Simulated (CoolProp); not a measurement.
n-octane along the isotherm 323.9 K: Z from the reference equation and from simpler models built on Tc = 568.7 K, pc = 24.84 bar, ω = 0.398; each cubic takes its own stable root.

The numbers come from the reference Helmholtz-energy equation of state, Beckmüller 2019 in CoolProp.

```json
[
 {"p (bar)": "8.87", "phase": "liquid", "reference": "0.05546"},
 {"p (bar)": "17.7", "phase": "liquid", "reference": "0.1105"},
 {"p (bar)": "26.6", "phase": "liquid", "reference": "0.1659"},
 {"p (bar)": "35.5", "phase": "liquid", "reference": "0.2211"},
 {"p (bar)": "44.3", "phase": "liquid", "reference": "0.2755"},
 {"p (bar)": "53.2", "phase": "liquid", "reference": "0.3304"},
 {"p (bar)": "62.1", "phase": "liquid", "reference": "0.3852"},
 {"p (bar)": "71", "phase": "liquid", "reference": "0.4398"},
 {"p (bar)": "79.8", "phase": "liquid", "reference": "0.4937"},
 {"p (bar)": "88.7", "phase": "liquid", "reference": "0.5481"},
 {"p (bar)": "97.6", "phase": "liquid", "reference": "0.6024"},
 {"p (bar)": "106", "phase": "liquid", "reference": "0.6535"},
 {"p (bar)": "115", "phase": "liquid", "reference": "0.7081"},
 {"p (bar)": "124", "phase": "liquid", "reference": "0.7626"}
]
```

How far does each simpler model (van der Waals, Redlich-Kwong, Peng-Robinson) lie from the reference over these 14 states: mean and median of the absolute difference, and the worst?


- van der Waals: mean 74.1 %, median 73.7 %, worst +78.7 % at 323.9 K and 8.87 bar
- Redlich-Kwong: mean 20.0 %, median 19.9 %, worst +21.3 % at 323.9 K and 8.87 bar
- Peng-Robinson: mean 3.0 %, median 3.0 %, worst +3.1 % at 323.9 K and 8.87 bar
